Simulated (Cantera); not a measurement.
Input: 1 mol Si, 0.051 mol N₂O, 34 mol H₂, equilibrated at 7.60e-5 bar.

Method: chemical equilibrium by Gibbs-energy minimisation in Cantera with the NASA 1993 tables (ideal gas, pure condensed phases). Candidate condensed phases: H₂O, Si, SiO₂, Si₂N₂O, Si₃N₄; 35 gas species. Mutual solubility and eutectic melting of coexisting phases are not modelled. Gases not in the tables: Si₂H₆ and higher silanes. The numbers say what is thermodynamically allowed, not how fast it happens.

What share of the Si ends up in condensed phases as a function of T (°C), at 900, 950, 1000, 1050, 1100, 1150, 1200, 1250, 1300, 1350, 1400, 1450, 1500?


```csv
T (°C),Si condensed (%),as
900,100.0,Si(s) + Si₂N₂O(s)
950,99.8,Si(s) + Si₂N₂O(s)
1000,99.2,Si(s) + Si₂N₂O(s)
1050,96.6,Si(s) + Si₂N₂O(s)
1100,94.9,Si(s)
1150,94.8,Si(s)
1200,94.6,Si(s)
1250,94.1,Si(s)
1300,92.3,Si(s)
1350,87.6,Si(s)
1400,75.4,Si(s)
1450,48.5,Si(l)
1500,0.0,-
```
